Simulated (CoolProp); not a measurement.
Vapour-liquid equilibrium of C2F6 (R116) (1) + R143a (2) at -85.25 °C; x and y are mole fractions of (1).

The numbers come from the multi-fluid Helmholtz-energy mixture model, Lemmon 2006 and Lemmon and Jacobsen 2000; pair parameters Bell 2016 in CoolProp.

Task: Give the bubble pressure and the first vapour's composition at x = 0.25, 0.35, 0.65. Is there an azeotrope?

Result: x = 0.25: 0.04994 MPa, y = 0.818; x = 0.35: 0.05564 MPa, y = 0.845; x = 0.65: 0.06225 MPa, y = 0.880. No azeotrope shows between x = 0.05 and 0.95.

Pair parameters are fitted to limited data, so mixtures are less certain than the pure fluids. With so large a gap from Raoult's law the liquid may split in two, which this calculation doesn't test in full.
